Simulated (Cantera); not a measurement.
A closed system holds: 1 mol Si, 4.1 mol HCl, 11 mol H₂, at 13300 Pa.

Method: chemical equilibrium by Gibbs-energy minimisation in Cantera with the NASA 1993 tables (ideal gas, pure condensed phases). Candidate condensed phases: Si; 19 gas species. The numbers say what is thermodynamically allowed, not how fast it happens.

### Question
What share of the Si ends up in condensed phases as a function of T (K), at 925, 975, 1025, 1075, 1125, 1175, 1225, 1275, 1325, 1375, 1425, 1475?

### Answer
```json
[
 {"T (K)": "925", "Si condensed (%)": "0.0", "as": "-"},
 {"T (K)": "975", "Si condensed (%)": "0.0", "as": "-"},
 {"T (K)": "1025", "Si condensed (%)": "0.0", "as": "-"},
 {"T (K)": "1075", "Si condensed (%)": "0.0", "as": "-"},
 {"T (K)": "1125", "Si condensed (%)": "0.8", "as": "Si(s)"},
 {"T (K)": "1175", "Si condensed (%)": "3.1", "as": "Si(s)"},
 {"T (K)": "1225", "Si condensed (%)": "4.6", "as": "Si(s)"},
 {"T (K)": "1275", "Si condensed (%)": "4.8", "as": "Si(s)"},
 {"T (K)": "1325", "Si condensed (%)": "3.7", "as": "Si(s)"},
 {"T (K)": "1375", "Si condensed (%)": "1.7", "as": "Si(s)"},
 {"T (K)": "1425", "Si condensed (%)": "0.0", "as": "-"},
 {"T (K)": "1475", "Si condensed (%)": "0.0", "as": "-"}
]
```
